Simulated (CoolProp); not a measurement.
Saturation properties of water.

Values from CoolProp's reference Helmholtz-energy equation of state, Wagner 2002.

| T (K) | p (kPa) | liquid density (kg/m³) | enthalpy of vaporisation (kJ/kg) | vapour Z | surface tension (mN/m) |
|---|---|---|---|---|---|
| 491.2 | 2234 | 842.7 | 1866 | 0.8804 | 33.3 |
| 496.4 | 2467 | 836.0 | 1843 | 0.8723 | 32.1 |
| 501.5 | 2714 | 829.3 | 1820 | 0.8640 | 30.9 |
| 506.6 | 2978 | 822.5 | 1797 | 0.8554 | 29.7 |
| 511.8 | [?] | 815.3 | 1772 | 0.8462 | 28.5 |
| 516.9 | 3573 | [?] | 1747 | 0.8368 | 27.3 |
| 522 | 3900 | 800.6 | 1721 | 0.8270 | 26.1 |
| 527.1 | 4248 | 793.0 | [?] | 0.8169 | 24.9 |
| 532.3 | 4628 | 785.0 | 1666 | 0.8060 | 23.7 |
| 537.4 | 5025 | 776.9 | 1638 | [?] | 22.5 |

### Question
What belongs in the gaps?

### Answer

- 511.8, p (kPa): 3268
- 516.9, liquid density (kg/m³): 808.0
- 527.1, enthalpy of vaporisation (kJ/kg): 1694
- 537.4, vapour Z: 0.7950

It boils at 373.1 K under 1 atm.

Surface tension comes from a separate correlation (Mulero 2012).
